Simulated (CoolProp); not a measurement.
Methane along the isotherm -129.25 °C: fugacity coefficient from the reference equation and from simpler models built on Tc = -82.6 °C, pc = 45.99 bar, ω = 0.011; each cubic takes its own stable root.

Computed with CoolProp (reference Helmholtz-energy equation of state, Setzmann 1991).

```csv
p (bar),phase,reference,van der Waals,Soave-Redlich-Kwong
0.727,gas,0.9882,0.9909,0.9884
1.65,gas,0.9731,0.9794,0.9737
3.77,gas,0.9385,[?],0.9400
8.57,liquid,0.7965,0.8930,[?]
19.5,liquid,[?],0.5912,0.3685
44.4,liquid,0.1748,0.2954,0.1773
101,liquid,0.09380,[?],0.09546
230,liquid,0.06393,[?],0.06521
```

Question: Some entries are withheld; supply them.

Answer: 
- 3.77, van der Waals: 0.9530
- 8.57, Soave-Redlich-Kwong: 0.8050
- 19.5, reference: 0.3641
- 101, van der Waals: 0.1723
- 230, van der Waals: 0.1394

At some of these states van der Waals gives the other phase, because its saturation line lies elsewhere.
